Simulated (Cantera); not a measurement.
Feed: 1 mol CaCO3, 0.25 mol H2, 1.3 mol H2O, equilibrated at 7.50 bar.

These are equilibrium values from Cantera (NASA tables, ideal gas, pure condensed phases), not measurements of a reactor. Candidate condensed phases: C, C6H6, C7H8, C8H18, Ca, CaCO3, CaO, Ca(OH)2, H2O; 115 gas species. Mutual solubility and eutectic melting of coexisting phases are not modelled. The numbers say what is thermodynamically allowed, not how fast it happens.

log p: log10 of the partial pressure in bar; n: condensed amount in mol.

```json
[
 {"T (K)": "848", "log p H2O": "0.80", "log p CO2": "-2.48", "log p H2": "0.08", "log p CO": "-3.69", "log p OH": "<-11", "log p H": "-10.68", "n CaCO3(calcite)": "0.999", "n Ca(OH)2(s)": "0.000778", "n CaO(s)": "0"},
 {"T (K)": "948", "log p H2O": "0.80", "log p CO2": "-1.75", "log p H2": "0.08", "log p CO": "-2.72", "log p OH": "<-11", "log p H": "-9.24", "n CaCO3(calcite)": "0.996", "n Ca(OH)2(s)": "0", "n CaO(s)": "0.00409"},
 {"T (K)": "1048", "log p H2O": "0.79", "log p CO2": "…", "log p H2": "0.06", "log p CO": "…", "log p OH": "…", "log p H": "…", "n CaCO3(calcite)": "0.966", "n Ca(OH)2(s)": "0", "n CaO(s)": "…"},
 {"T (K)": "1148", "log p H2O": "0.75", "log p CO2": "-0.12", "log p H2": "-0.04", "log p CO": "-0.84", "log p OH": "-8.60", "log p H": "-7.16", "n CaCO3(calcite)": "0.788", "n Ca(OH)2(s)": "0", "n CaO(s)": "0.212"},
 {"T (K)": "1248", "log p H2O": "0.62", "log p CO2": "0.41", "log p H2": "-0.43", "log p CO": "-0.44", "log p OH": "…", "log p H": "…", "n CaCO3(calcite)": "0", "n Ca(OH)2(s)": "0", "n CaO(s)": "1.00"},
 {"T (K)": "1348", "log p H2O": "0.63", "log p CO2": "0.41", "log p H2": "-0.47", "log p CO": "-0.40", "log p OH": "-6.57", "log p H": "-5.87", "n CaCO3(calcite)": "0", "n Ca(OH)2(s)": "0", "n CaO(s)": "1.00"},
 {"T (K)": "1448", "log p H2O": "0.63", "log p CO2": "0.40", "log p H2": "-0.51", "log p CO": "-0.37", "log p OH": "-5.77", "log p H": "-5.29", "n CaCO3(calcite)": "0", "n Ca(OH)2(s)": "0", "n CaO(s)": "1.00"},
 {"T (K)": "1548", "log p H2O": "0.63", "log p CO2": "0.40", "log p H2": "-0.55", "log p CO": "-0.34", "log p OH": "-5.08", "log p H": "-4.79", "n CaCO3(calcite)": "0", "n Ca(OH)2(s)": "0", "n CaO(s)": "1.000"},
 {"T (K)": "1648", "log p H2O": "0.63", "log p CO2": "0.39", "log p H2": "-0.59", "log p CO": "-0.32", "log p OH": "-4.47", "log p H": "-4.34", "n CaCO3(calcite)": "0", "n Ca(OH)2(s)": "0", "n CaO(s)": "1.000"},
 {"T (K)": "1748", "log p H2O": "0.64", "log p CO2": "0.39", "log p H2": "-0.62", "log p CO": "-0.31", "log p OH": "-3.93", "log p H": "-3.95", "n CaCO3(calcite)": "0", "n Ca(OH)2(s)": "0", "n CaO(s)": "1.000"},
 {"T (K)": "1848", "log p H2O": "0.64", "log p CO2": "0.39", "log p H2": "-0.65", "log p CO": "-0.29", "log p OH": "-3.45", "log p H": "-3.60", "n CaCO3(calcite)": "0", "n Ca(OH)2(s)": "0", "n CaO(s)": "1.000"},
 {"T (K)": "1948", "log p H2O": "0.64", "log p CO2": "0.38", "log p H2": "-0.67", "log p CO": "-0.28", "log p OH": "-3.02", "log p H": "-3.28", "n CaCO3(calcite)": "0", "n Ca(OH)2(s)": "0", "n CaO(s)": "1.000"},
 {"T (K)": "2048", "log p H2O": "0.64", "log p CO2": "0.38", "log p H2": "-0.69", "log p CO": "-0.27", "log p OH": "-2.63", "log p H": "-3.00", "n CaCO3(calcite)": "0", "n Ca(OH)2(s)": "0", "n CaO(s)": "1.000"},
 {"T (K)": "2148", "log p H2O": "0.64", "log p CO2": "0.38", "log p H2": "-0.71", "log p CO": "-0.26", "log p OH": "-2.27", "log p H": "-2.74", "n CaCO3(calcite)": "0", "n Ca(OH)2(s)": "0", "n CaO(s)": "1.000"}
]
```

Task: Fill in the missing entries.

Result: 
- 1048, log p CO2: -0.85
- 1048, log p CO: -1.65
- 1048, log p OH: -9.86
- 1048, log p H: -8.08
- 1048, n CaO(s): 0.0343
- 1248, log p OH: -7.49
- 1248, log p H: -6.54
